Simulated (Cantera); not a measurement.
A perfectly stirred reactor is fed with N2O : N2 = 1 : 0.59 (molar parts), at 34.5 Torr; it is held at 1475 K, and followed from long to short residence time.

Computed with Cantera and GRI-Mech 3.0 (53 species, 325 reactions). GRI-Mech 3.0 was tuned for natural gas; its chemistry of N2O as a main component is partial and can be far from experiment. Radical loss at walls, strong at low pressure, is not modelled. The temperature is held fixed by assumption; the heat of reaction is taken as removed at once.

x: mole fraction; the columns are a selection and need not sum to one.

```json
[
 {"τ (s)": "0.63", "x N2O": "0.243", "x NO": "0.0684", "x NO2": "[?]", "x N2": "0.576", "x O2": "0.112", "x O": "5.53e-5"},
 {"τ (s)": "0.25", "x N2O": "0.385", "x NO": "0.0434", "x NO2": "[?]", "x N2": "0.500", "x O2": "0.0710", "x O": "5.59e-5"},
 {"τ (s)": "0.096", "x N2O": "0.506", "x NO": "0.0220", "x NO2": "[?]", "x N2": "0.436", "x O2": "0.0358", "x O": "5.60e-5"},
 {"τ (s)": "0.037", "x N2O": "0.575", "x NO": "0.00963", "x NO2": "[?]", "x N2": "0.400", "x O2": "0.0157", "x O": "5.60e-5"},
 {"τ (s)": "0.015", "x N2O": "0.606", "x NO": "0.00410", "x NO2": "[?]", "x N2": "0.383", "x O2": "0.00667", "x O": "5.59e-5"},
 {"τ (s)": "0.0057", "x N2O": "0.620", "x NO": "0.00158", "x NO2": "[?]", "x N2": "0.376", "x O2": "0.00257", "x O": "5.53e-5"},
 {"τ (s)": "0.0022", "x N2O": "0.625", "x NO": "0.000600", "x NO2": "[?]", "x N2": "0.373", "x O2": "0.000976", "x O": "5.40e-5"},
 {"τ (s)": "0.00086", "x N2O": "0.628", "x NO": "0.000221", "x NO2": "[?]", "x N2": "0.372", "x O2": "0.000360", "x O": "5.08e-5"},
 {"τ (s)": "0.00033", "x N2O": "0.628", "x NO": "7.36e-5", "x NO2": "5.29e-10", "x N2": "0.371", "x O2": "0.000120", "x O": "4.39e-5"},
 {"τ (s)": "0.00013", "x N2O": "0.629", "x NO": "2.17e-5", "x NO2": "4.67e-11", "x N2": "0.371", "x O2": "3.53e-5", "x O": "3.28e-5"}
]
```

What belongs in the gaps?


- 0.63, x NO2: 2.57e-5
- 0.25, x NO2: 1.48e-5
- 0.096, x NO2: 6.58e-6
- 0.037, x NO2: 2.39e-6
- 0.015, x NO2: 7.47e-7
- 0.0057, x NO2: 1.68e-7
- 0.0022, x NO2: 3.03e-8
- 0.00086, x NO2: 4.58e-9
